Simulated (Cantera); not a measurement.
# SiCl4 + N2 (silicon nitride deposition)

Charge: 1 mol SiCl4, 0.2 mol N2, at 0.640 bar.

These are equilibrium values from Cantera (NASA tables, ideal gas, pure condensed phases), not measurements of a reactor. Candidate condensed phases: Si, Si3N4; 13 gas species. The tables' values for SiCl3 are old estimates; treat these amounts as uncertain. Kinetics and transport are ignored.

```json
[
 {"T (K)": "798", "x SiCl4": "0.833", "x N2": "0.167", "x SiCl3": "4.33e-9", "x Cl": "4.88e-10", "x Cl2": "1.91e-9", "x SiCl2": "<1e-12"},
 {"T (K)": "898", "x SiCl4": "0.833", "x N2": "0.167", "x SiCl3": "9.11e-8", "x Cl": "1.71e-8", "x Cl2": "3.70e-8", "x SiCl2": "<1e-12"},
 {"T (K)": "998", "x SiCl4": "0.833", "x N2": "0.167", "x SiCl3": "1.05e-6", "x Cl": "2.91e-7", "x Cl2": "3.81e-7", "x SiCl2": "3.27e-11"},
 {"T (K)": "1098", "x SiCl4": "0.833", "x N2": "0.167", "x SiCl3": "7.89e-6", "x Cl": "2.91e-6", "x Cl2": "2.49e-6", "x SiCl2": "1.05e-9"},
 {"T (K)": "1198", "x SiCl4": "0.833", "x N2": "0.167", "x SiCl3": "4.26e-5", "x Cl": "1.96e-5", "x Cl2": "1.15e-5", "x SiCl2": "1.93e-8"},
 {"T (K)": "1298", "x SiCl4": "0.833", "x N2": "0.167", "x SiCl3": "0.000179", "x Cl": "9.75e-5", "x Cl2": "4.10e-5", "x SiCl2": "2.30e-7"},
 {"T (K)": "1398", "x SiCl4": "0.832", "x N2": "0.167", "x SiCl3": "0.000616", "x Cl": "0.000382", "x Cl2": "0.000119", "x SiCl2": "1.95e-6"},
 {"T (K)": "1498", "x SiCl4": "0.830", "x N2": "0.166", "x SiCl3": "0.00180", "x Cl": "0.00124", "x Cl2": "0.000295", "x SiCl2": "1.25e-5"},
 {"T (K)": "1598", "x SiCl4": "0.825", "x N2": "0.166", "x SiCl3": "0.00461", "x Cl": "0.00345", "x Cl2": "0.000645", "x SiCl2": "6.38e-5"}
]
```
x: gas mole fraction; nothing condenses.

From 798 K to 1598 K nothing is condensed. The main Si-bearing gas is SiCl4 throughout.
